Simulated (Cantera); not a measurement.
## Adiabatic ignition

An adiabatic, constant-volume homogeneous reactor starts with H2 : O2 : N2 : H2O = 1 : 0.781 : 4.77 : 0.15 (molar parts), at 1225 K and 0.280 bar.

Computed with Cantera and the H2/O2 subset of GRI-Mech 3.0, which has no nitrogen chemistry.

```
t (s)     T (K)  P (bar)     x H2    x O2   x H2O       x O    x HO2      x OH
--------  -----  -------  -------  ------  ------  --------  -------  --------
2.00e-6    1225    0.280    0.149   0.117  0.0224  5.77e-11  1.07e-9  4.70e-11
6.59e-6    1225    0.280    0.149   0.117  0.0224  4.71e-10  3.56e-9  3.07e-10
2.17e-5    1225    0.280    0.149   0.117  0.0224   4.42e-9  1.24e-8   2.59e-9
7.14e-5    1225    0.280    0.149   0.117  0.0224   3.85e-7  1.44e-7   2.22e-7
0.000235   1528    0.344   0.0213  0.0538   0.123    0.0195  1.02e-5   0.00946
0.000775   2204    0.476   0.0118  0.0445   0.158   0.00785  3.55e-6    0.0158
0.00255    2402    0.512  0.00450  0.0434   0.173   0.00273  3.73e-6    0.0114
0.00840    2406    0.513  0.00433  0.0434   0.173   0.00262  3.79e-6    0.0112
0.0277     2406    0.513  0.00433  0.0434   0.173   0.00262  3.79e-6    0.0112
0.0911     2406    0.513  0.00433  0.0434   0.173   0.00262  3.79e-6    0.0112
0.300      2406    0.513  0.00433  0.0434   0.173   0.00262  3.79e-6    0.0112
```
x: mole fraction; the columns are a selection and need not sum to one.

| Item | Result |
|---|---|
| time of steepest temperature rise | 0.200 ms |
| temperature at 0.300 s | 2406 K |
| equilibrium temperature | 2406 K |
| x(H2) at 0.300 s | 0.00433 (gas-phase equilibrium 0.00433) |
| x(O2) at 0.300 s | 0.0434 (gas-phase equilibrium 0.0434) |
| x(H2O) at 0.300 s | 0.173 (gas-phase equilibrium 0.173) |
